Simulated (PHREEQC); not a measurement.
A solution holds 0.16 mol CuCl2, 3.4e-05 mol HCl and 0.000117 mol KCl per kg of water, at 4.7 °C. Closed to the air; pH follows from the charge balance.

The numbers come from PHREEQC with the ion-association model, wateq4f.dat.

Precipitation was switched off in this run.

Task: Order these Cu species by the share of Cu that they hold, largest first: Cu+2, CuCl+, CuCl2.

Result: Cu+2 (93 %), CuCl+ (7.0 %), CuCl2 (0.36 %)

The pH is 4.29 and the ionic strength 0.456 mol/kgw. Saturation is exceeded, for instance for Atacamite; the values hold only as long as no solid forms. Complexes and solids missing from the database can't appear. At this temperature some constants are extrapolated from 25 °C, and those without enthalpy data are left unchanged.
